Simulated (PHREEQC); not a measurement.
Consider water at 53 °C with 0.08 mol HF, 0.0049 mol (NH4)2SiF6, 0.0027 mol HBF4 and 0.22 mol HCl per kg of water. Closed to the air; pH follows from the charge balance.

Computed with PHREEQC (ion-association model, phreeqc.dat).

Task: The ionic strength comes out as 0.238 mol/kgw. What activity coefficients do H+, NH4+, SiF6-2, BF3OH-, Cl- get?

Result: H+ 0.78, NH4+ 0.65, SiF6-2 0.26, BF3OH- 0.73, Cl- 0.69.

This is a speciation only: nothing precipitates in the calculation. Complexes and solids missing from the database can't appear. Constants without temperature data keep their 25 °C values here. SiF6-2 is the database's only silicon fluoride. Real BF4- forms and hydrolyses slowly; the run takes it at equilibrium.
